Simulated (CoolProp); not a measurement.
Model: reference Helmholtz-energy equation of state, Gao 2022, in CoolProp.

For n-perfluorobutane, give the phase and the density (kg/m³), Joule-Thomson coefficient (K/MPa), isothermal compressibility (1/MPa), expansivity (1/kK) at 374.2 K and 3.08 MPa; 399.4 K and 3.08 MPa.


- 374.2 K and 3.08 MPa: liquid; density 1130, Joule-Thomson coefficient 1.14, isothermal compressibility 0.0430, expansivity 7.40
- 399.4 K and 3.08 MPa: supercritical; density 709, Joule-Thomson coefficient 10.2, isothermal compressibility 0.856, expansivity 49.8
